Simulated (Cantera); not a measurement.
Charge: 1 mol Si₂H₆, 27 mol CO₂, held at 0.133 bar.

Method: chemical equilibrium by Gibbs-energy minimisation in Cantera with the NASA 1993 tables (ideal gas, pure condensed phases). Candidate condensed phases: C, C₆H₆, C₇H₈, C₈H₁₈, H₂O, Si, SiC, SiO₂; 123 gas species. The feed counts by its element totals alone. The tables hold silica as quartz up to 1696 K and as liquid above; real silica turns to tridymite and cristobalite and melts near 1996 K. Gases not in the tables: Si(OH)₄. Kinetics and transport are ignored.

x: gas mole fraction; n: condensed amount in mol.

| T (K) | x CO₂ | x CO | x H₂O | x H₂ | x CH₄ | n C(graphite) | n SiO₂(α-quartz) | n SiO₂(β-quartz) |
|---|---|---|---|---|---|---|---|---|
| 623 | 0.883 | 0.00644 | 0.0945 | 0.0146 | ___ | 3.14 | 2.00 | 0 |
| 723 | 0.831 | 0.0631 | 0.0666 | 0.0387 | ___ | 2.02 | 2.00 | 0 |
| 823 | 0.715 | 0.185 | 0.0516 | 0.0482 | ___ | 0 | 2.00 | 0 |
| 923 | 0.703 | 0.197 | 0.0636 | 0.0364 | ___ | 0 | 0 | 2.00 |
| 1023 | 0.695 | 0.205 | 0.0721 | 0.0279 | ___ | 0 | 0 | 2.00 |
| 1123 | 0.689 | 0.211 | 0.0781 | 0.0219 | ___ | 0 | 0 | 2.00 |
| 1223 | 0.684 | 0.216 | 0.0823 | 0.0177 | ___ | 0 | 0 | 2.00 |
| 1323 | 0.681 | 0.219 | 0.0853 | 0.0147 | ___ | 0 | 0 | 2.00 |
| 1423 | 0.679 | 0.221 | 0.0875 | 0.0125 | 1.04e-12 | 0 | 0 | 2.00 |
| 1523 | 0.678 | 0.222 | 0.0891 | 0.0109 | <1e-12 | 0 | 0 | 2.00 |
| 1623 | 0.676 | 0.224 | 0.0903 | 0.00964 | <1e-12 | 0 | 0 | 2.00 |

Complete the blanks.


- 623, x CH₄: 0.00145
- 723, x CH₄: 0.00107
- 823, x CH₄: 8.82e-5
- 923, x CH₄: 9.53e-7
- 1023, x CH₄: 2.25e-8
- 1123, x CH₄: 9.83e-10
- 1223, x CH₄: 6.96e-11
- 1323, x CH₄: 7.27e-12
